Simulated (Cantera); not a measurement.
An isothermal, constant-pressure homogeneous reactor starts with H₂ : O₂ = 0.095 : 1 (molar parts), at 1300 K and 10.00 Torr.

Detailed kinetics in Cantera: GRI-Mech 3.0 (53 species, 325 reactions). Radical loss at walls, strong at low pressure, is not modelled. The temperature is held fixed by assumption; the heat of reaction is taken as removed at once.

x: mole fraction; the columns are a selection and need not sum to one.

| t (s) | x H₂ | x O₂ | x OH | x H₂O | x O |
|---|---|---|---|---|---|
| 1.00e-5 | 0.0868 | 0.913 | 5.85e-10 | 6.27e-11 | 6.08e-10 |
| 2.28e-5 | 0.0868 | 0.913 | 2.54e-9 | 6.43e-10 | 2.77e-9 |
| 5.18e-5 | 0.0868 | 0.913 | 1.01e-8 | 6.01e-9 | 1.19e-8 |
| 0.000118 | 0.0868 | 0.913 | 4.41e-8 | 5.62e-8 | 5.74e-8 |
| 0.000268 | 0.0868 | 0.913 | 4.13e-7 | 8.49e-7 | 5.65e-7 |
| 0.000611 | 0.0866 | 0.913 | 4.03e-5 | 9.34e-5 | 5.56e-5 |
| 0.00139 | 0.00917 | 0.857 | 0.0106 | 0.0621 | 0.0408 |
| 0.00316 | 0.00220 | 0.850 | 0.00717 | 0.0732 | 0.0509 |
| 0.00720 | ? | 0.857 | 0.00684 | 0.0753 | ? |
| 0.0164 | 0.00158 | 0.869 | 0.00613 | 0.0790 | 0.0347 |
| 0.0373 | 0.000955 | 0.886 | 0.00480 | 0.0839 | 0.0201 |
| 0.0848 | 0.000374 | 0.900 | 0.00303 | 0.0878 | 0.00767 |
| 0.193 | 9.88e-5 | 0.907 | 0.00156 | 0.0896 | 0.00201 |
| 0.439 | 2.26e-5 | 0.909 | 0.000748 | 0.0902 | 0.000457 |
| 1.00 | ? | 0.909 | ? | 0.0905 | ? |

Q: Complete the blanks.

A: 
- 0.00720, x H₂: 0.00199
- 0.00720, x O: 0.0452
- 1.00, x H₂: 5.46e-6
- 1.00, x OH: 0.000369
- 1.00, x O: 0.000111
